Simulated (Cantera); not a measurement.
Feed: 1 mol Cu, 5.6 mol NH3, 5.5 mol H2, at 825 Torr.

Cantera equilibrium calculation (NASA polynomials, part measured and part estimated; ideal gas, pure solids and liquids). Candidate condensed phases: Cu; 11 gas species. Kinetics and transport are ignored. All values below are at 1325 K.

Base state: H2 0.832, N2 0.168, NH3 3.85e-5 (mole fractions); condensed: Cu(s).

Task: What changes in the equilibrium state with this change: Cu replaced by Al?

Result: 
```csv
species,before,after
H2,0.832,0.858
N2,0.168,0.142
NH3,3.85e-5,3.70e-5
"Cu(s), mol",1.000,0
"AlN(s), mol",0,1.00
```
Further candidate phases: Al, AlN.
